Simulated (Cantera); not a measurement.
Metals in furnace atmospheres: Ti + CO2 + CO

Charge: 1 mol Ti, a varied amount of CO2, 30 mol CO, equilibrated at 925 K and 24.8 Torr.

Equilibrium computed with Cantera from the NASA thermochemical tables; the gas is ideal and each condensed phase is pure. Candidate condensed phases: C, Ti, TiC, TiO, TiO2, Ti2O3, Ti3O5, Ti4O7; 15 gas species. Kinetics and transport are ignored.

```csv
n(CO2) (mol),x CO,x CO2,n C(graphite),n TiO2(rutile)
0.83,0.917,0.0834,3.45,1.00
1.2,0.917,0.0834,3.14,1.00
1.7,0.917,0.0834,2.72,1.00
2.5,0.917,0.0834,2.04,1.00
3.5,0.917,0.0834,1.19,1.00
5.1,0.912,0.0883,0,1.00
7.3,0.858,0.142,0,1.00
```
x: gas mole fraction; n: condensed amount in mol.

From 0.83 mol CO2 to 3.5 mol CO2 the condensed part is C(graphite) + TiO2(rutile). From 5.1 mol CO2 to 7.3 mol CO2 the condensed part is TiO2(rutile).
